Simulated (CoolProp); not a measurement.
Vapour-liquid equilibrium of n-butane (1) + benzene (2) at 290.8 K; x and y are mole fractions of (1).

Values from CoolProp's multi-fluid Helmholtz-energy mixture model, Bücker 2006 and Thol 2012; pair parameters Bell 2016.

```csv
x,bubble pressure (kPa),y at the bubble point,dew pressure at overall composition x (kPa),liquid density (mol/L)
0.05,21.89,0.609,9.405,11.23
0.125,41.16,0.806,10.19,11.15
0.2,59.61,0.876,11.11,11.07
0.275,76.71,0.911,12.21,10.99
0.35,92.23,0.931,13.56,10.90
0.425,106.1,0.945,15.24,10.81
0.5,118.6,0.955,17.40,10.71
0.575,129.9,0.963,20.27,10.61
0.65,140.4,0.970,24.28,10.51
0.725,150.5,0.976,30.25,10.41
0.8,160.8,0.982,40.11,10.30
0.875,171.6,0.988,59.39,10.19
0.95,183.5,0.995,111.5,10.08
```

No azeotrope shows between x = 0.05 and 0.95.

Pair parameters are fitted to limited data, so mixtures are less certain than the pure fluids.
